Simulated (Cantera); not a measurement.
Premixed flame

A freely propagating, adiabatic, planar premixed flame of CO : H₂ : O₂ : N₂ : H₂O = 1 : 0.37 : 0.457 : 1.72 : 0.67 (molar parts), unburnt at 375 K and 37000 Pa; mixture-averaged transport, grid criteria slope 0.08 and curve 0.16, no radiation.

Computed with Cantera and GRI-Mech 3.0 (53 species, 325 reactions). Burning velocities carry a grid error of a few per cent, more on coarse grids.

| z (mm) | T (K) | u (m/s) | x CO | x H₂ | x O₂ | x HO₂ | x N₂O | x CO₂ |
|---|---|---|---|---|---|---|---|---|
| -4.10 | 375 | 1.38 | 0.237 | 0.0877 | 0.108 | <1e-8 | <1e-8 | <1e-8 |
| -2.73 | 375 | 1.38 | 0.237 | 0.0877 | 0.108 | <1e-8 | <1e-8 | <1e-8 |
| -2.05 | 375 | 1.38 | 0.237 | 0.0876 | 0.108 | 1.10e-8 | <1e-8 | <1e-8 |
| -1.37 | 375 | 1.38 | 0.237 | 0.0871 | 0.108 | 1.93e-7 | <1e-8 | 1.13e-7 |
| -0.683 | 383 | 1.40 | 0.238 | 0.0828 | 0.109 | 3.53e-5 | <1e-8 | 5.41e-5 |
| -0.341 | 538 | 1.95 | 0.235 | 0.0718 | 0.105 | 0.000265 | <1e-8 | 0.00468 |
| 0 | 933 | 3.35 | 0.218 | 0.0512 | 0.0850 | 7.49e-5 | <1e-8 | 0.0238 |
| 0.341 | 1238 | 4.39 | 0.185 | 0.0320 | 0.0534 | 2.71e-5 | 1.15e-8 | 0.0587 |
| 0.683 | 1421 | 4.96 | 0.147 | 0.0275 | 0.0300 | 1.16e-5 | 1.83e-8 | 0.102 |
| 1.37 | 1594 | 5.43 | 0.106 | 0.0334 | 0.0146 | 4.48e-6 | 1.48e-8 | 0.150 |
| 2.73 | 1723 | 5.80 | 0.0949 | 0.0354 | 0.00929 | 2.49e-6 | 1.26e-8 | 0.165 |
| 5.46 | 1829 | 6.11 | 0.0952 | 0.0332 | 0.00630 | 1.53e-6 | 1.17e-8 | 0.166 |
| 10.9 | 1911 | 6.35 | 0.0946 | 0.0310 | 0.00371 | 8.49e-7 | 1.00e-8 | 0.168 |
x: mole fraction of selected species; z is measured from the peak of heat release.

```json
{
 "laminar_burning_velocity": "138 cm/s",
 "thermal_thickness": "1.37 mm",
 "peak x(HO₂)": "0.000292",
 "grid_points": "113"
}
```
